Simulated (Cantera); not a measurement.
Feed: 1 mol CCl4, 0.012 mol F2, a varied amount of H2, at 5.30 mbar.

Cantera equilibrium calculation (NASA polynomials, part measured and part estimated; ideal gas, pure solids and liquids). Candidate condensed phases: C, C6H6, C7H8, C8H18; 118 gas species. The numbers say what is thermodynamically allowed, not how fast it happens.

Problem. What condenses at these points (T in K, n(H2) in mol): (2923, 2.9); (3223, 3.6); (3073, 5.3); (2873, 0.69); (3423, 1.9)?

Solution. 
```tsv
T (K)	n(H2) in mol	condensed phases	C condensed (%)
2923	2.9	C	11.2
3223	3.6	gas only	0.0
3073	5.3	gas only	0.0
2873	0.69	C	73.7
3423	1.9	gas only	0.0
```
